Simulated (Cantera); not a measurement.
Cantera run, input and output.

```python
import numpy as np
import cantera as ct

gas = ct.Solution("gri30.yaml")
gas.TPX = 950, 100000, {'H2': 0.97, 'O2': 1, 'N2': 1.1, 'H2O': 0.22}
reactor = ct.IdealGasConstPressureReactor(gas, energy="off", clone=False)
net = ct.ReactorNet([reactor])
net.rtol, net.atol = 1e-08, 1e-18
show = ['H2', 'O2', 'HO2', 'H', 'O']
times = np.geomspace(0.0005, 200, 14)

steps = ct.SolutionArray(gas, extra=["t"])
rows = []
print(f"{'t/s':>10s}{'T/K':>9s}{'P/Pa':>11s}" + "".join(f"{s:>11s}" for s in show))
for t in times:
    while net.time < t:
        t_next = net.step()
        steps.append(gas.state, t=t_next)
    rows.append([np.interp(t, steps.t, y) for y in (steps.T, steps.P, *steps(*show).X.T)])
    print(f"{t:10.3e}{rows[-1][0]:9.1f}{rows[-1][1]:11.4g}" + "".join(f"{x:11.3e}" for x in rows[-1][2:]))
rate = np.gradient(steps.T, steps.t)
print("integrator steps:", len(steps.t))
if steps.T.max() > steps.T[0] + 200:
    print(f"time of steepest temperature rise: {steps.t[rate.argmax()]:.4e} s")
gas.TPX = 950, 100000, {'H2': 0.97, 'O2': 1, 'N2': 1.1, 'H2O': 0.22}
gas.equilibrate("TP")
print(f"equilibrium (TP): T = {gas.T:.1f} K  " + "  ".join(f"{s} {gas[s].X[0]:.3e}" for s in show))
```

Output:

```
       t/s      T/K       P/Pa         H2         O2        HO2          H          O
 5.000e-04    950.0      1e+05  2.948e-01  3.040e-01  2.501e-08  8.693e-11  1.859e-11
 1.349e-03    950.0      1e+05  2.948e-01  3.040e-01  7.254e-08  1.161e-10  2.483e-11
 3.638e-03    950.0      1e+05  2.948e-01  3.040e-01  2.417e-07  2.308e-10  4.938e-11
 9.812e-03    950.0      1e+05  2.948e-01  3.039e-01  1.339e-06  1.085e-09  2.322e-10
 2.647e-02    950.0      1e+05  2.948e-01  3.039e-01  1.498e-05  1.999e-08  4.266e-09
 7.139e-02    950.0      1e+05  2.897e-01  3.014e-01  8.626e-05  5.443e-07  1.135e-07
 1.925e-01    950.0      1e+05  2.232e-01  2.738e-01  1.152e-04  6.995e-07  1.623e-07
 5.194e-01    950.0      1e+05  9.546e-02  2.220e-01  8.842e-05  2.916e-07  1.176e-07
 1.401e+00    950.0      1e+05  7.016e-03  1.864e-01  2.255e-05  1.729e-08  4.444e-08
 3.778e+00    950.0      1e+05  6.261e-04  1.839e-01  3.102e-06  3.422e-10  2.217e-09
 1.019e+01    950.0      1e+05  1.118e-04  1.836e-01  7.487e-07  2.290e-11  1.721e-10
 2.749e+01    950.0      1e+05  1.478e-05  1.836e-01  1.772e-07  1.989e-12  1.552e-11
 7.415e+01    950.0      1e+05  1.764e-07  1.836e-01  1.045e-08  5.785e-14  6.760e-13
 2.000e+02    950.0      1e+05  1.804e-11  1.836e-01  7.446e-10  2.381e-15  1.383e-11
integrator steps: 2356
equilibrium (TP): T = 950.0 K  H2 1.816e-11  O2 1.836e-01  HO2 7.473e-10  H 2.386e-15  O 1.371e-11
```

Model: GRI-Mech 3.0 (53 species, 325 reactions), integrated in Cantera. The temperature is held fixed by assumption; the heat of reaction is taken as removed at once.
